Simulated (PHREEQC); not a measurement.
Make-up at 25 °C: 0.002 mol/kgw HF and 0.11 mol/kgw H2SiF6. Closed to the air; pH follows from the charge balance.

Computed with PHREEQC (ion-association model, phreeqc.dat).

Q: The ionic strength comes out as 0.325 mol/kgw. What activity coefficients do H+, HF2-, SiF6-2, F- get?

A: H+ 0.78, HF2- 0.73, SiF6-2 0.25, F- 0.67.

Precipitation was switched off in this run. Saturation is exceeded, for instance for Quartz (slow to form), Chalcedony (slow to form); the values hold only as long as no solid forms. Complexes and solids missing from the database can't appear. SiF6-2 is the database's only silicon fluoride.
